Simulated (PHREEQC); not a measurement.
Consider water at 5 °C with 0.014 mol CdCl2 and 4e-05 mol NaHCO3 per kg of water. Closed to the air; pH follows from the charge balance.

Model: ion-association model, wateq4f.dat, run in PHREEQC.

No solid was allowed to form.

Q: Order these C species by the share of C that they hold, largest first: CdHCO3+, HCO3-, CO2.

A: HCO3- (65 %), CO2 (27 %), CdHCO3+ (7.8 %)

Q: Order these Cl species by the share of Cl that they hold, largest first: Cl-, CdCl2, CdCl+.

A: Cl- (73 %), CdCl+ (24 %), CdCl2 (2.8 %)

The pH is 6.84 and the ionic strength 0.0273 mol/kgw. Examples of supersaturated solids here: Otavite. Others may be too. Away from 25 °C the constants follow the database's enthalpies or fits; those with neither stay at their 25 °C values.
